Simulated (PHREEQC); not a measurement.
Solution (25 °C): 0.25 mol HF and 0.0012 mol NH4HF2 per kg of water. Closed to the air; pH follows from the charge balance.

Model: ion-association model, phreeqc.dat, run in PHREEQC.

| quantity | before | after |
|---|---|---|
| pH | 1.79 | 1.87 |
| ionic strength (mol/kgw) | 0.0196 | 0.0162 |
| HF (mol/kgw) | 0.224 | 0.228 |
| F- (mol/kgw) | 0.0105 | 0.00815 |
| HF2- (mol/kgw) | 0.00905 | 0.00806 |
| NH3 (mol/kgw) | 3.59e-11 | 2.24e-10 |

Question: Name the change that produced these shifts.
A) HF from 0.25 to 0.5 mol/kgw
B) HF from 0.25 to 0.025 mol/kgw
C) temperature from 25 to 50 °C
D) HF left out

Answer: C, temperature from 25 to 50 °C

This is a speciation only: nothing precipitates in the calculation. Away from 25 °C the constants follow the database's enthalpies or fits; those with neither stay at their 25 °C values.
